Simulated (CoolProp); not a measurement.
Values from CoolProp's reference Helmholtz-energy equation of state, Lemmon 2006. It is a short technical equation, of lower accuracy than the large ones.

Task: Give the vapour pressure (MPa), liquid density (kg/m³), enthalpy of vaporisation (kJ/kg), vapour Z of saturated CH3F (R41) at 275.5, 279.9, 293.2 K.

Result: 
```
T (K)  p (MPa)  liquid density (kg/m³)  enthalpy of vaporisation (kJ/kg)  vapour Z
-----  -------  ----------------------  --------------------------------  --------
275.5     2.17                     671                               326     0.706
279.9     2.44                     654                               312     0.682
293.2     3.40                     599                               261     0.596
```
